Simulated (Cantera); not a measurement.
**Ignition delay**

Mixture: 3.05 % CH₄, 0.397 % C₂H₆, 0.162 % C₃H₈, 12.2 % O₂, 84.2 % N₂, equivalence ratio 0.68, at 3500000 Pa, adiabatic and at constant pressure. Ignition delay is the time to a rise of 400 K.

Model: GRI-Mech 3.0 (53 species, 325 reactions), integrated in Cantera. The pressure lies above the range GRI-Mech 3.0 was tuned for (to about 10 atm).

| T0 (K) | delay (ms) |
|---|---|
| 1200 | 0.568 |
| 1300 | 0.171 |
| 1400 | 0.0615 |
| 1500 | 0.0254 |
| 1600 | 0.0116 |
| 1700 | 0.00586 |
| 1800 | 0.00321 |
| 1900 | 0.00191 |

```json
{
 "apparent activation energy between 1700 and 1900 K": "150 kJ/mol"
}
```
